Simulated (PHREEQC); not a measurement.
A solution holds 0.00097 mol HCl, 0.0042 mol Al2(SO4)3 and 0.083 mol NiSO4 per kg of water, at 20 °C. Closed to the air; pH follows from the charge balance.

Model: ion-association model, wateq4f.dat, run in PHREEQC.

```yaml
pH: 3.48
ionic_strength: 0.196 mol/kgw
total_alkalinity: -0.970 meq/kg
```

```json
[
 {"species": "SO4-2", "molality": "0.0479", "activity": "0.0143", "log γ": "-0.527"},
 {"species": "Ni+2", "molality": "0.0460", "activity": "0.0145", "log γ": "-0.502"},
 {"species": "NiSO4", "molality": "0.0368", "activity": "0.0385", "log γ": "0.020"},
 {"species": "AlSO4+", "molality": "0.00535", "activity": "0.00391", "log γ": "-0.135"},
 {"species": "Al(SO4)2-", "molality": "0.00235", "activity": "0.00172", "log γ": "-0.135"},
 {"species": "Cl-", "molality": "0.000937", "activity": "0.000670", "log γ": "-0.146"},
 {"species": "Al+3", "molality": "0.000694", "activity": "9.28e-5", "log γ": "-0.874"},
 {"species": "HSO4-", "molality": "0.000562", "activity": "0.000412", "log γ": "-0.135"},
 {"species": "H+", "molality": "0.000414", "activity": "0.000331", "log γ": "-0.097"},
 {"species": "Ni(SO4)2-2", "molality": "9.79e-5", "activity": "3.08e-5", "log γ": "-0.502"},
 {"species": "NiCl+", "molality": "3.26e-5", "activity": "2.44e-5", "log γ": "-0.125"}
]
```

This is a speciation only: nothing precipitates in the calculation.
